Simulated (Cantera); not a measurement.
A closed system holds: 1 mol CH3OH, 0.11 mol H2O, 0.26 mol N2, held at 1275 K and 10.0 mbar.

Method: chemical equilibrium by Gibbs-energy minimisation in Cantera with the NASA 1993 tables (ideal gas, pure condensed phases). Candidate condensed phases: C, C6H6, C7H8, C8H18, H2O; 136 gas species. Kinetics and transport are ignored.

Base state: H2 0.601, CO 0.289, N2 0.0772, H2O 0.0253, CO2 0.00733 (mole fractions); condensed: gas only.

Question: What changes in the equilibrium state with this change: temperature from 1275 K to 3000 K?

Answer: 
```csv
species,before,after
H,5.71e-6,0.583
CO,0.289,0.205
H2,0.601,0.136
O,<1e-9,0.0129
H2O,0.0253,0.00347
N2,0.0772,0.0533
OH,2.80e-9,0.00493
NO,<1e-9,0.000309
O2,<1e-9,0.000130
N,<1e-9,3.21e-5
```

Question: What changes in the equilibrium state with this change: temperature from 1275 K to 1775 K?

Answer: 
```tsv
species	before	after
H2	0.601	0.595
CO	0.289	0.293
N2	0.0772	0.0771
CO2	0.00733	0.00380
H2O	0.0253	0.0288
H	5.71e-6	0.00223
```
